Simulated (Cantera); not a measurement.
An isothermal, constant-pressure homogeneous reactor starts with H2 : O2 : N2 = 0.74 : 1 : 2.4 (molar parts), at 1175 K and 0.434 atm.

Cantera simulation using the H2/O2 subset of GRI-Mech 3.0, which has no nitrogen chemistry; the numbers are that mechanism's predictions, not measurements. The temperature is held fixed by assumption; the heat of reaction is taken as removed at once.

x: mole fraction; the columns are a selection and need not sum to one.

| t (s) | x H2 | x O2 | x O | x HO2 | x OH | x H | x H2O |
|---|---|---|---|---|---|---|---|
| 1.00e-6 | 0.179 | 0.242 | 5.79e-11 | 8.15e-10 | 4.56e-11 | 7.70e-10 | 2.89e-11 |
| 8.60e-6 | 0.179 | 0.242 | ? | ? | ? | ? | ? |
| 7.40e-5 | 0.173 | 0.239 | 0.000764 | 4.59e-5 | 0.000440 | 0.00272 | 0.00407 |
| 0.000637 | 0.000378 | 0.167 | 0.000122 | 1.85e-5 | 0.000364 | 2.07e-5 | 0.196 |
| 0.00548 | 4.80e-6 | 0.167 | 2.80e-6 | 5.85e-7 | 6.10e-5 | 6.65e-8 | 0.196 |
| 0.0471 | 1.01e-7 | 0.167 | 1.85e-7 | 3.60e-8 | 1.57e-5 | 9.54e-10 | 0.196 |
| 0.405 | 1.05e-8 | 0.167 | 2.10e-8 | 9.28e-9 | 5.26e-6 | 3.88e-11 | 0.196 |
| 3.49 | 5.45e-9 | 0.167 | 9.07e-9 | 9.70e-9 | 3.45e-6 | 1.37e-11 | 0.196 |
| 30.0 | 5.45e-9 | 0.167 | 9.06e-9 | 9.71e-9 | 3.45e-6 | 1.37e-11 | 0.196 |

Question: What belongs in the gaps?

Answer: 
- 8.60e-6, x O: 3.01e-9
- 8.60e-6, x HO2: 7.75e-9
- 8.60e-6, x OH: 1.65e-9
- 8.60e-6, x H: 1.18e-8
- 8.60e-6, x H2O: 8.63e-9
